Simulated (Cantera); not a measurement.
A perfectly stirred reactor is fed with 0.703 % CH2O, 4.28 % O2, 95.0 % N2, equivalence ratio 0.16, at 6.51 atm; it is held at 975 K, and followed from long to short residence time.

Computed with Cantera and GRI-Mech 3.0 (53 species, 325 reactions).

Task: Predict: x(CH2O) at τ = 1.40 s; x(O2) at τ = 1.40 s; x(CH2O) at τ = 52.0 ms; x(O2) at τ = 52.0 ms.

Result: 
* **x(CH2O) at τ = 1.40 s**: 7.33e-5
* **x(O2) at τ = 1.40 s**: 0.0370
* **x(CH2O) at τ = 52.0 ms**: 0.000631
* **x(O2) at τ = 52.0 ms**: 0.0389
